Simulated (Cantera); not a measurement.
Cantera run, input and output.

```python
import numpy as np
import cantera as ct

gas = ct.Solution("h2o2.yaml")
gas.TPX = 1073, 13000, {'H2': 1.4, 'O2': 1, 'N2': 4.8}
inlet = ct.Reservoir(gas, clone=True)

reactor = ct.IdealGasConstPressureReactor(gas, energy="off", clone=False)
exhaust = ct.Reservoir(gas, clone=True)
tau = [2.3, 0.85, 0.31, 0.12, 0.043, 0.016, 0.0058, 0.0021, 0.00078, 0.00029][0]
for a, b in ((inlet, reactor), (reactor, exhaust)):
    ct.MassFlowController(a, b, mdot=lambda t: reactor.mass / tau)
net = ct.ReactorNet([reactor])
show = ['H2', 'O2', 'HO2', 'OH', 'O']

rows = []
print(f"{'tau/s':>10s}{'T/K':>9s}" + "".join(f"{s:>11s}" for s in show))
for tau in [2.3, 0.85, 0.31, 0.12, 0.043, 0.016, 0.0058, 0.0021, 0.00078, 0.00029]:
    net.initial_time = 0.0
    net.advance(30 * tau)
    before = gas.X
    net.advance(40 * tau)
    drift = np.max(np.abs(gas.X - before) / (gas.X + 1e-9))
    rows.append([gas.T, *gas[show].X, drift])
    print(f"{tau:10.3e}{gas.T:9.1f}" + "".join(f"{x:11.3e}" for x in gas[show].X))
```

It prints:

```
     tau/s      T/K         H2         O2        HO2         OH          O
 2.300e+00   1073.0  3.936e-04  4.628e-02  4.604e-06  1.603e-04  4.796e-05
 8.500e-01   1073.0  7.479e-04  4.641e-02  6.176e-06  2.267e-04  9.484e-05
 3.100e-01   1073.0  1.411e-03  4.669e-02  7.642e-06  3.244e-04  1.863e-04
 1.200e-01   1073.0  2.525e-03  4.717e-02  8.784e-06  4.568e-04  3.454e-04
 4.300e-02   1073.0  4.651e-03  4.817e-02  9.758e-06  6.632e-04  6.583e-04
 1.600e-02   1073.0  8.213e-03  4.998e-02  1.053e-05  9.451e-04  1.195e-03
 5.800e-03   1073.0  1.437e-02  5.343e-02  1.126e-05  1.335e-03  2.133e-03
 2.100e-03   1073.0  2.440e-02  5.946e-02  1.201e-05  1.818e-03  3.602e-03
 7.800e-04   1073.0  3.977e-02  6.883e-02  1.268e-05  2.314e-03  5.437e-03
 2.900e-04   1073.0  6.481e-02  8.272e-02  1.308e-05  2.640e-03  6.791e-03
```

Computed with Cantera and the H2/O2 subset of GRI-Mech 3.0, which has no nitrogen chemistry. The temperature is held fixed by assumption; the heat of reaction is taken as removed at once.
